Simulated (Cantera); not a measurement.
Cantera run:

```python
import numpy as np
import cantera as ct

gas_names = """
    CL CL2 H HCL H2 N NH NH2 NH3 N2 N2H2 N2H4 Si SiCL SiCL2 SiCL3 SiCL4 SiH SiHCL3 SiH2 SiH2CL2 SiH3
    SiH3CL SiH4 SiN Si2 Si2N Si3
""".split()
cond_names = """
    NH4CL(a) NH4CL(b) Si(cr) Si(L) Si3N4(a)
""".split()


# ... load() reads the species with a 1 bar reference pressure and builds the phases ...
atoms = {
    'SiCl4': {'Si': 1, 'CL': 4},
    'HCl': {'H': 1, 'CL': 1},
    'N2': {'N': 2},
}
top_T = {'Si3N4(a)': 2400}  # K; cautious upper limits of use, not melting points


# ... equilibrate(T, P, feed) seeds the gas with the atoms and calls Mixture.equilibrate('TP', solver="vcs", rtol=1e-11, max_steps=5000) ...
results = []
feed = {'SiCl4': 1, 'HCl': 2.6, 'N2': 6.9}  # mol
P = 1000  # Pa
for T in [1250, 1275, 1300, 1325, 1350, 1375, 1400, 1425, 1450, 1475, 1500, 1525, 1550]:
    mix = equilibrate(T, P, feed)
    results.append((T, P, feed, dict(zip(mix.species_names, mix.species_moles))))
    x = sorted(zip(gas.X, gas.species_names), reverse=True)
    print(f"T = {T:g} K  P = {P:g} Pa  gas = {mix.phase_moles(0):.4g} mol")
    print("   x: " + "  ".join(f"{s} {v:.3e}" for v, s in x if v > 1e-05))
    print("   condensed (mol): " + ("  ".join(f"{mix.phase(i).name} {mix.phase_moles(i):.4g}"
          for i in range(1, mix.n_phases) if mix.phase_moles(i) > 1e-12) or "none"))
```

Result:

```
T = 1250 K  P = 1000 Pa  gas = 10.5 mol
   x: N2 6.570e-01  HCL 2.475e-01  SiCL4 9.506e-02  CL 2.004e-04  SiCL3 1.571e-04  H2 2.604e-05
   condensed (mol): none
T = 1275 K  P = 1000 Pa  gas = 10.5 mol
   x: N2 6.570e-01  HCL 2.475e-01  SiCL4 9.498e-02  CL 2.839e-04  SiCL3 2.325e-04  H2 2.977e-05
   condensed (mol): none
T = 1300 K  P = 1000 Pa  gas = 10.5 mol
   x: N2 6.569e-01  HCL 2.475e-01  SiCL4 9.486e-02  CL 3.989e-04  SiCL3 3.371e-04  H2 3.352e-05  CL2 1.034e-05
   condensed (mol): none
T = 1325 K  P = 1000 Pa  gas = 10.51 mol
   x: N2 6.568e-01  HCL 2.474e-01  SiCL4 9.469e-02  CL 5.557e-04  SiCL3 4.793e-04  H2 3.724e-05  SiCL2 1.318e-05  CL2 1.296e-05
   condensed (mol): none
T = 1350 K  P = 1000 Pa  gas = 10.51 mol
   x: N2 6.567e-01  HCL 2.474e-01  SiCL4 9.447e-02  CL 7.680e-04  SiCL3 6.694e-04  H2 4.089e-05  SiCL2 2.366e-05  CL2 1.623e-05
   condensed (mol): none
T = 1375 K  P = 1000 Pa  gas = 10.51 mol
   x: N2 6.565e-01  HCL 2.473e-01  SiCL4 9.418e-02  CL 1.053e-03  SiCL3 9.195e-04  H2 4.444e-05  SiCL2 4.125e-05  CL2 2.030e-05
   condensed (mol): none
T = 1400 K  P = 1000 Pa  gas = 10.51 mol
   x: N2 6.562e-01  HCL 2.472e-01  SiCL4 9.379e-02  CL 1.431e-03  SiCL3 1.243e-03  SiCL2 6.996e-05  H2 4.785e-05  CL2 2.535e-05
   condensed (mol): none
T = 1425 K  P = 1000 Pa  gas = 10.52 mol
   x: N2 6.559e-01  HCL 2.470e-01  SiCL4 9.328e-02  CL 1.930e-03  SiCL3 1.656e-03  SiCL2 1.157e-04  H2 5.112e-05  CL2 3.157e-05
   condensed (mol): none
T = 1450 K  P = 1000 Pa  gas = 10.53 mol
   x: N2 6.555e-01  HCL 2.469e-01  SiCL4 9.263e-02  CL 2.583e-03  SiCL3 2.175e-03  SiCL2 1.866e-04  H2 5.421e-05  CL2 3.920e-05
   condensed (mol): none
T = 1475 K  P = 1000 Pa  gas = 10.54 mol
   x: N2 6.549e-01  HCL 2.467e-01  SiCL4 9.180e-02  CL 3.429e-03  SiCL3 2.818e-03  SiCL2 2.944e-04  H2 5.713e-05  CL2 4.851e-05
   condensed (mol): none
T = 1500 K  P = 1000 Pa  gas = 10.55 mol
   x: N2 6.542e-01  HCL 2.464e-01  SiCL4 9.075e-02  CL 4.518e-03  SiCL3 3.603e-03  SiCL2 4.543e-04  H2 5.988e-05  CL2 5.981e-05
   condensed (mol): none
T = 1525 K  P = 1000 Pa  gas = 10.56 mol
   x: N2 6.533e-01  HCL 2.460e-01  SiCL4 8.944e-02  CL 5.907e-03  SiCL3 4.548e-03  SiCL2 6.870e-04  CL2 7.341e-05  H2 6.246e-05
   condensed (mol): none
T = 1550 K  P = 1000 Pa  gas = 10.58 mol
   x: N2 6.521e-01  HCL 2.456e-01  SiCL4 8.782e-02  CL 7.663e-03  SiCL3 5.667e-03  SiCL2 1.019e-03  CL2 8.967e-05  H2 6.492e-05
   condensed (mol): none
```

These are equilibrium values from Cantera (NASA tables, ideal gas, pure condensed phases), not measurements of a reactor. The tables' values for SiCl3 are old estimates; treat these amounts as uncertain.
